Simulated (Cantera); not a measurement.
Feed: 1 mol CS2, 0.17 mol H2O, 0.24 mol N2, 0.055 mol H2, at 798.15 K.

These are equilibrium values from Cantera (NASA tables, ideal gas, pure condensed phases), not measurements of a reactor. Candidate condensed phases: C, C6H6, C7H8, C8H18, H2O, H2SO4, S; 150 gas species. The ideal-gas law is rough above about 30 bar. Gases not in the tables: S3 to S7. Rates play no part.

**Question.** Which condensed phases are stable at each of these points (P (Pa)): 10, 52, 280, 1400, 7600, 40000, 210000, 1100000, 5700000, 30000000?

**Answer.** 
```tsv
P (Pa)	condensed phases	C condensed (%)
10	C(graphite)	1.2
52	C(graphite)	3.1
280	C(graphite)	5.1
1400	C(graphite)	6.9
7600	C(graphite)	8.3
40000	C(graphite)	9.1
210000	C(graphite)	15.0
1100000	C(graphite) + S(l)	67.9
5700000	C(graphite) + S(l)	85.5
30000000	C(graphite) + S(l)	89.5
```

From 10.0 Pa to 210000 Pa the condensed part is C(graphite). From 1100000 Pa to 3.00e7 Pa the condensed part is C(graphite) + S(l).
